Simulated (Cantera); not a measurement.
An adiabatic, constant-volume homogeneous reactor starts with CH4 : C2H6 : O2 : N2 : H2O = 1 : 0.062 : 1.17 : 12.8 : 3.1 (molar parts), equivalence ratio 1.9, at 1723 K and 5.00 bar. Integrator tolerance rtol = 1e-08.

Cantera simulation using GRI-Mech 3.0 (53 species, 325 reactions); the numbers are that mechanism's predictions, not measurements.

Question: What does this change do: N2 12.8 to 28 parts?

Answer: 
```tsv
quantity	before	after
time of steepest temperature rise	87.8 µs	0.159 ms
temperature at 9.00 s	2319 K	2083 K
equilibrium temperature	2319 K	2083 K
x(CH4) at 9.00 s	2.34e-11 (gas-phase equilibrium 2.67e-11)	1.15e-11 (gas-phase equilibrium 1.32e-11)
x(C2H6) at 9.00 s	<1e-12 (gas-phase equilibrium <1e-12)	<1e-12 (gas-phase equilibrium <1e-12)
x(O2) at 9.00 s	6.44e-6 (gas-phase equilibrium 6.44e-6)	3.61e-7 (gas-phase equilibrium 3.61e-7)
x(C2H) at 9.00 s	<1e-12 (gas-phase equilibrium <1e-12)	<1e-12 (gas-phase equilibrium <1e-12)
x(OH) at 9.00 s	0.000513 (gas-phase equilibrium 0.000513)	7.40e-5 (gas-phase equilibrium 7.40e-5)
```
